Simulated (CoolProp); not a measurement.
Vapour-liquid equilibrium of carbon dioxide (1) + propane (2) at 6.97 bar; x and y are mole fractions of (1).

Model: multi-fluid Helmholtz-energy mixture model, Span 1996 and Lemmon 2009; pair parameters Kunz 2012, in CoolProp.

```csv
x,"bubble temperature, mixture model (°C)","bubble temperature, Raoult's law (°C)","y, mixture model","y, Raoult's law"
0.05,-0.6,3.8,0.331,0.276
0.2,-27.7,-14.7,0.758,0.662
0.35,-39.2,-26.0,0.865,0.817
0.5,-43.9,-33.9,0.901,0.897
0.65,-45.9,-39.8,0.918,0.944
0.8,-47.3,-44.5,0.935,0.974
0.95,-48.9,-48.3,0.974,0.995
```

The largest gap from Raoult's law is -13.2 K in bubble temperature, at x = 0.35. No azeotrope shows between x = 0.05 and 0.95.

Pair parameters are fitted to limited data, so mixtures are less certain than the pure fluids. With so large a gap from Raoult's law the liquid may split in two, which this calculation doesn't test in full.
